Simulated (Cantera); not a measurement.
Charge: 1 mol Al2O3, 0.01 mol H2, held at 0.470 bar.

Cantera equilibrium calculation (NASA polynomials, part measured and part estimated; ideal gas, pure solids and liquids). Candidate condensed phases: Al, Al2O3, H2O; 19 gas species. The tables' values for AlOH are old estimates; treat these amounts as uncertain. Equilibrium is a limit: real reactors are often held back by kinetics, nucleation or transport. All values below are at 2127 °C.

Base state: H2 0.972, H 0.0229, H2O 0.00292, Al 0.000962, Al2O 0.000624, AlOH 0.000205, AlH 8.75e-5, OH 1.26e-5 (mole fractions); condensed: Al2O3(l).

### Question
What changes in the equilibrium state with this change: Al2O3 replaced by TiC?

### Answer
| species | before | after |
|---|---|---|
| H2 | 0.972 | 0.977 |
| H | 0.0229 | 0.0229 |
| Ti | 0 | 2.57e-5 |
| H2O | 0.00292 | 0 |
| Al | 0.000962 | 0 |
| Al2O | 0.000624 | 0 |
| AlOH | 0.000205 | 0 |
| Al2O3(l), mol | 1.000 | 0 |
| TiC(s), mol | 0 | 1.00 |
TiC: taken at fixed stoichiometry. Further candidate phases: C, C6H6, C7H8, C8H18, Ti, TiC.
